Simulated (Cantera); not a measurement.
## Diamond growth

A diamond (100) surface in a fixed gas of H2 with x(CH4) = 0.004, x(CH3) = 2.9e-05, at 1198 K, 0.0110 bar; coverages are run to steady state.

Model: the Harris–Goodwin 1993 mechanism for the reconstructed diamond (100) surface, integrated in Cantera.

```csv
x(H),growth (µm/h),θ c6HH,θ c6H*,θ c6*H,θ c6**,θ c6HM
0.0001,0.00298,0.618,0.0272,0.349,0.00514,6.19e-5
0.00025,0.00858,0.529,0.0331,0.426,0.0116,8.47e-5
0.00064,0.0172,0.478,0.0362,0.466,0.0194,0.000105
0.0016,0.0274,0.455,0.0375,0.482,0.0252,0.000116
0.0041,0.0431,0.445,0.0380,0.488,0.0285,0.000118
0.01,0.0708,0.441,0.0382,0.491,0.0300,0.000111
0.026,0.124,0.439,0.0383,0.492,0.0307,9.06e-5
0.066,0.197,0.439,0.0384,0.492,0.0309,6.16e-5
0.17,0.267,0.438,0.0387,0.492,0.0311,3.36e-5
```
θ: site fractions in the mechanism's names (c6HH fully hydrogenated, c6H* and c6*H radical sites, c6** diradical, c6HM methylated).
